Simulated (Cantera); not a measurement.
What does this Cantera script print?

```python
import numpy as np
import cantera as ct

gas_names = """
    CL CL2 H HCL H2 N NH NH2 NH3 N2 N2H2 N2H4 Si SiCL SiCL2 SiCL3 SiCL4 SiH SiHCL3 SiH2 SiH2CL2 SiH3
    SiH3CL SiH4 SiN Si2 Si2N Si3
""".split()
cond_names = """
    NH4CL(a) NH4CL(b) Si(cr) Si(L) Si3N4(a)
""".split()


# ... load() reads the species with a 1 bar reference pressure and builds the phases ...
atoms = {
    'SiHCl3': {'Si': 1, 'H': 1, 'CL': 3},
    'NH3': {'N': 1, 'H': 3},
    'H2': {'H': 2},
}
top_T = {'Si3N4(a)': 2400}  # K; cautious upper limits of use, not melting points


# ... equilibrate(T, P, feed) seeds the gas with the atoms and calls Mixture.equilibrate('TP', solver="vcs", rtol=1e-11, max_steps=5000) ...
results = []
feed = {'SiHCl3': 1, 'NH3': 0.21, 'H2': 1.1}  # mol
for P in [5, 17, 59, 210, 710, 2400, 8400, 29000, 100000]:
    for T in [1100, 1200, 1300, 1400, 1500, 1600, 1700, 1800, 1900, 2000]:
        mix = equilibrate(T, P, feed)
        results.append((T, P, feed, dict(zip(mix.species_names, mix.species_moles))))

for T, P, feed, n in results:
    print(f"{T:7g} {P:10.4g}  " + (" + ".join(c for c in cond_names if n.get(c, 0) > 1e-12) or "gas only"))
```

Result:

```
   1100          5  Si3N4(a)
   1200          5  Si3N4(a)
   1300          5  Si3N4(a)
   1400          5  gas only
   1500          5  gas only
   1600          5  gas only
   1700          5  gas only
   1800          5  gas only
   1900          5  gas only
   2000          5  gas only
   1100         17  Si(cr) + Si3N4(a)
   1200         17  Si3N4(a)
   1300         17  Si3N4(a)
   1400         17  gas only
   1500         17  gas only
   1600         17  gas only
   1700         17  gas only
   1800         17  gas only
   1900         17  gas only
   2000         17  gas only
   1100         59  Si(cr) + Si3N4(a)
   1200         59  Si3N4(a)
   1300         59  Si3N4(a)
   1400         59  Si3N4(a)
   1500         59  gas only
   1600         59  gas only
   1700         59  gas only
   1800         59  gas only
   1900         59  gas only
   2000         59  gas only
   1100        210  Si(cr) + Si3N4(a)
   1200        210  Si3N4(a)
   1300        210  Si3N4(a)
   1400        210  Si3N4(a)
   1500        210  gas only
   1600        210  gas only
   1700        210  gas only
   1800        210  gas only
   1900        210  gas only
   2000        210  gas only
   1100        710  Si(cr) + Si3N4(a)
   1200        710  Si(cr) + Si3N4(a)
   1300        710  Si3N4(a)
   1400        710  Si3N4(a)
   1500        710  Si3N4(a)
   1600        710  gas only
   1700        710  gas only
   1800        710  gas only
   1900        710  gas only
   2000        710  gas only
   1100       2400  Si(cr) + Si3N4(a)
   1200       2400  Si(cr) + Si3N4(a)
   1300       2400  Si3N4(a)
   1400       2400  Si3N4(a)
   1500       2400  Si3N4(a)
   1600       2400  gas only
   1700       2400  gas only
   1800       2400  gas only
   1900       2400  gas only
   2000       2400  gas only
   1100       8400  Si(cr) + Si3N4(a)
   1200       8400  Si(cr) + Si3N4(a)
   1300       8400  Si(cr) + Si3N4(a)
   1400       8400  Si3N4(a)
   1500       8400  Si3N4(a)
   1600       8400  Si3N4(a)
   1700       8400  gas only
   1800       8400  gas only
   1900       8400  gas only
   2000       8400  gas only
   1100    2.9e+04  Si(cr) + Si3N4(a)
   1200    2.9e+04  Si(cr) + Si3N4(a)
   1300    2.9e+04  Si(cr) + Si3N4(a)
   1400    2.9e+04  Si3N4(a)
   1500    2.9e+04  Si3N4(a)
   1600    2.9e+04  Si3N4(a)
   1700    2.9e+04  Si3N4(a)
   1800    2.9e+04  gas only
   1900    2.9e+04  gas only
   2000    2.9e+04  gas only
   1100      1e+05  Si(cr) + Si3N4(a)
   1200      1e+05  Si(cr) + Si3N4(a)
   1300      1e+05  Si(cr) + Si3N4(a)
   1400      1e+05  Si(cr) + Si3N4(a)
   1500      1e+05  Si3N4(a)
   1600      1e+05  Si3N4(a)
   1700      1e+05  Si3N4(a)
   1800      1e+05  Si3N4(a)
   1900      1e+05  gas only
   2000      1e+05  gas only
```

These are equilibrium values from Cantera (NASA tables, ideal gas, pure condensed phases), not measurements of a reactor. Mutual solubility and eutectic melting of coexisting phases are not modelled. The tables' values for SiCl3 are old estimates.
